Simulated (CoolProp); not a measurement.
Vapour-liquid equilibrium of n-pentane (1) + benzene (2) at 0.177 MPa; x and y are mole fractions of (1).

The numbers come from the multi-fluid Helmholtz-energy mixture model, Thol 2019 and Thol 2012; pair parameters Bell 2016 in CoolProp.

| x | bubble temperature, mixture model (K) | bubble temperature, Raoult's law (K) | y, mixture model | y, Raoult's law |
|---|---|---|---|---|
| 0.05 | 365.7 | 368.4 | 0.203 | 0.150 |
| 0.125 | 358.0 | 362.9 | 0.403 | 0.331 |
| 0.2 | 352.3 | 358.0 | 0.531 | 0.470 |
| 0.275 | 347.8 | 353.7 | 0.620 | 0.579 |
| 0.35 | 344.3 | 349.7 | 0.686 | 0.667 |
| 0.425 | 341.4 | 346.1 | 0.738 | 0.737 |
| 0.5 | 338.9 | 342.8 | 0.782 | 0.794 |
| 0.575 | 336.6 | 339.8 | 0.820 | 0.842 |
| 0.65 | 334.6 | 337.1 | 0.855 | 0.881 |
| 0.725 | 332.8 | 334.5 | 0.887 | 0.915 |
| 0.8 | 331.0 | 332.2 | 0.918 | 0.943 |
| 0.875 | 329.3 | 330.0 | 0.949 | 0.967 |
| 0.95 | 327.7 | 327.9 | 0.979 | 0.988 |

The largest gap from Raoult's law is -5.9 K in bubble temperature, at x = 0.275. No azeotrope shows between x = 0.05 and 0.95.

The pair parameters rest on a limited set of measurements; away from them the model extrapolates.
